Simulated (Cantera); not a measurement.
What does this Cantera script print?

```python
import numpy as np
import cantera as ct

gas = ct.Solution("SiF4_NH3_mec.yaml", "gas")
gas.TPX = 2350, 47000, {'NH3': 1, 'H2': 0.9}
inlet = ct.Reservoir(gas, clone=True)

reactor = ct.IdealGasConstPressureReactor(gas, energy="off", clone=False)
exhaust = ct.Reservoir(gas, clone=True)
tau = [29, 11, 4.1, 1.5, 0.59, 0.22, 0.084, 0.032, 0.012, 0.0045, 0.0017][0]
for a, b in ((inlet, reactor), (reactor, exhaust)):
    ct.MassFlowController(a, b, mdot=lambda t: reactor.mass / tau)
net = ct.ReactorNet([reactor])
show = ['NH3', 'H2', 'NH2', 'H', 'N2', 'NH', 'N2H4']

rows = []
print(f"{'tau/s':>10s}{'T/K':>9s}" + "".join(f"{s:>11s}" for s in show))
for tau in [29, 11, 4.1, 1.5, 0.59, 0.22, 0.084, 0.032, 0.012, 0.0045, 0.0017]:
    net.initial_time = 0.0
    net.advance(30 * tau)
    before = gas.X
    net.advance(40 * tau)
    drift = np.max(np.abs(gas.X - before) / (gas.X + 1e-9))
    rows.append([gas.T, *gas[show].X, drift])
    print(f"{tau:10.3e}{gas.T:9.1f}" + "".join(f"{x:11.3e}" for x in gas[show].X))
```

Output:

```
     tau/s      T/K        NH3         H2        NH2          H         N2         NH       N2H4
 2.900e+01   2350.0  1.040e-04  8.125e-01  6.750e-06  1.646e-02  1.710e-01  2.819e-06  8.926e-13
 1.100e+01   2350.0  1.705e-04  8.125e-01  1.100e-05  1.638e-02  1.709e-01  4.573e-06  2.373e-12
 4.100e+00   2350.0  2.860e-04  8.126e-01  1.823e-05  1.618e-02  1.709e-01  7.472e-06  6.509e-12
 1.500e+00   2350.0  5.053e-04  8.129e-01  3.106e-05  1.562e-02  1.709e-01  1.227e-05  1.891e-11
 5.900e-01   2350.0  9.517e-04  8.138e-01  5.341e-05  1.429e-02  1.708e-01  1.924e-05  5.594e-11
 2.200e-01   2350.0  2.554e-03  8.158e-01  1.088e-04  1.087e-02  1.706e-01  2.963e-05  2.323e-10
 8.400e-02   2350.0  1.044e-02  8.146e-01  2.580e-04  6.296e-03  1.683e-01  4.046e-05  1.310e-09
 3.200e-02   2350.0  3.494e-02  8.002e-01  5.458e-04  3.911e-03  1.604e-01  5.340e-05  5.869e-09
 1.200e-02   2350.0  9.113e-02  7.632e-01  1.020e-03  2.676e-03  1.419e-01  6.995e-05  2.052e-08
 4.500e-03   2350.0  1.922e-01  6.955e-01  1.681e-03  1.907e-03  1.085e-01  8.691e-05  5.571e-08
 1.700e-03   2350.0  3.191e-01  6.103e-01  2.366e-03  1.421e-03  6.666e-02  9.930e-05  1.104e-07
```

Model: the gas-phase N/H chemistry of the illustrative SiF4/NH3 mechanism in the Surface Chemkin manual (1991), integrated in Cantera. Walls and surfaces, which speed up NH3 decomposition in real reactors, are not modelled.
